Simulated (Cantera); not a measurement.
# Reactions in the system C-Ni-S

Cantera with NASA thermochemical tables; ideal gases at 1 bar, condensed phases pure. Values are per mole of reaction as written; species without (g) are pure solids or liquids, kept so even where they would boil at 1 bar.

C + 3 NiS2 ⇌ Ni3S4 + CS2(g)

```
T (K)  ΔH° (kJ)  ΔS° (J/K)  ΔG° (kJ)  log10 K
-----  --------  ---------  --------  -------
423       209.4      201.2     124.3   -15.35
473       209.6      201.5     114.2   -12.62
523       209.9      202.2     104.2   -10.40
573       210.5      203.3      94.0    -8.57
```
